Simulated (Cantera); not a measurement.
## Diamond growth

A diamond (100) surface in a fixed gas of H2 with x(CH4) = 0.0091, x(CH3) = 5.6e-05, at 1375 K, 6200 Pa; coverages are run to steady state.

Detailed kinetics in Cantera: the Harris–Goodwin 1993 mechanism for the reconstructed diamond (100) surface.

```csv
x(H),growth (µm/h),θ c6HH,θ c6H*,θ c6*H,θ c6**
0.0001,0.00591,0.699,0.0283,0.269,0.00338
0.0002,0.0256,0.588,0.0384,0.365,0.00826
0.0004,0.0847,0.493,0.0467,0.443,0.0167
0.00079,0.206,0.427,0.0519,0.493,0.0278
0.0016,0.391,0.385,0.0548,0.520,0.0396
0.0031,0.584,0.362,0.0562,0.533,0.0486
0.0062,0.786,0.349,0.0569,0.539,0.0550
0.012,1.00,0.342,0.0572,0.542,0.0587
0.024,1.31,0.339,0.0575,0.543,0.0608
```
θ: site fractions in the mechanism's names (c6HH fully hydrogenated, c6H* and c6*H radical sites, c6** diradical, c6HM methylated).
